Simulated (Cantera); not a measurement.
A perfectly stirred reactor is fed with H2 : O2 : N2 = 1 : 1.16 : 4.37 (molar parts), equivalence ratio 0.43, at 4.24 atm; it is adiabatic with a 698 K inlet, and is followed from long to short residence time, starting on the burning branch (τ in s: 0.03, 0.015, 0.0076, 0.0038, 0.0019, 0.00095, 0.00048, 0.00024, 0.00012, 6e-05, 3e-05, 1.5e-05).

Detailed kinetics in Cantera: the H2/O2 subset of GRI-Mech 3.0, which has no nitrogen chemistry. The hydrogen kinetics of GRI-Mech 3.0 are dated; newer H2 mechanisms differ, most at raised pressure.

Problem. What does this change do: N2 4.37 to 3.1 parts?

Solution. 
| quantity | before | after |
|---|---|---|
| blow-out, bracketed by the residence times tried | burning at 15.0 µs, the shortest tried | burning at 15.0 µs, the shortest tried |
| x(H2) at τ = 30.0 ms | 7.85e-5 | 0.000174 |
| x(O2) at τ = 30.0 ms | 0.109 | 0.138 |
| x(H2O2) at τ = 30.0 ms | 1.88e-7 | 3.97e-7 |
| x(O) at τ = 30.0 ms | 6.38e-5 | 0.000248 |
| x(H) at τ = 30.0 ms | 4.27e-6 | 1.98e-5 |
| x(H2) at τ = 0.480 ms | 0.00114 | 0.00115 |
| x(O2) at τ = 0.480 ms | 0.109 | 0.137 |
| x(H2O2) at τ = 0.480 ms | 9.03e-7 | 7.19e-7 |
| x(O) at τ = 0.480 ms | 0.000829 | 0.00120 |
| x(H) at τ = 0.480 ms | 0.000204 | 0.000237 |

Problem. What does this change do: inlet temperature 698 to 375 K?

Solution. 
| quantity | before | after |
|---|---|---|
| blow-out, bracketed by the residence times tried | burning at 15.0 µs, the shortest tried | burning at 30.0 µs, out at 15.0 µs |
| x(H2) at τ = 30.0 ms | 7.85e-5 | 0.000120 |
| x(O2) at τ = 30.0 ms | 0.109 | 0.109 |
| x(H2O2) at τ = 30.0 ms | 1.88e-7 | 3.34e-7 |
| x(O) at τ = 30.0 ms | 6.38e-5 | 2.75e-5 |
| x(H) at τ = 30.0 ms | 4.27e-6 | 2.43e-6 |
| x(H2) at τ = 0.480 ms | 0.00114 | 0.00195 |
| x(O2) at τ = 0.480 ms | 0.109 | 0.110 |
| x(H2O2) at τ = 0.480 ms | 9.03e-7 | 2.12e-6 |
| x(O) at τ = 0.480 ms | 0.000829 | 0.000447 |
| x(H) at τ = 0.480 ms | 0.000204 | 0.000139 |
